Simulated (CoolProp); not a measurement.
Dodecamethylpentasiloxane (MD3M) along the isobar 0.101 MPa: fugacity coefficient from the reference equation and from simpler models built on Tc = 628.0 K, pc = 0.9540 MPa, ω = 0.730; each cubic takes its own stable root.

Values from CoolProp's reference Helmholtz-energy equation of state, Thol 2019.

| T (K) | phase | reference |
|---|---|---|
| 358.3 | liquid | 0.005252 |
| 374.1 | liquid | 0.01226 |
| 390 | liquid | 0.02618 |
| 405.8 | liquid | 0.05131 |
| 421.6 | liquid | 0.09375 |
| 437.5 | liquid | 0.1615 |
| 453.3 | liquid | 0.2626 |
| 469.2 | liquid | 0.4079 |
| 485 | liquid | 0.6051 |
| 500.9 | liquid | 0.8658 |

Problem. How far does each simpler model (Redlich-Kwong, Soave-Redlich-Kwong) lie from the reference over these 10 states: mean and median of the absolute difference, and the worst?

Solution. 
- Redlich-Kwong: mean 622.3 %, median 416.9 %, worst +2024.9 % at 358.3 K and 0.101 MPa
- Soave-Redlich-Kwong: mean 2.4 %, median 1.9 %, worst +5.9 % at 358.3 K and 0.101 MPa

At some of these states Redlich-Kwong gives the other phase, because its saturation line lies elsewhere.
